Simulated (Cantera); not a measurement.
Standard-state values (1 bar) from the NASA 1993 polynomials, evaluated with Cantera. Values are per mole of reaction as written; species without (g) are pure solids or liquids, kept so even where they would boil at 1 bar. TiC: taken at fixed stoichiometry.

**Question.** Between 2025 and 2725 K, where is each reaction favourable under standard conditions?
- 4 CH3(g) + 2 TiC ⇌ 3 C2H4(g) + 2 Ti

**Answer.** 
- 4 CH3(g) + 2 TiC ⇌ 3 C2H4(g) + 2 Ti: ΔG° is 180 kJ at 2025 K and 245 kJ at 2725 K; it stays positive (K < 1). ΔH° is 3 kJ and ΔS° -89 J/K at 2725 K.
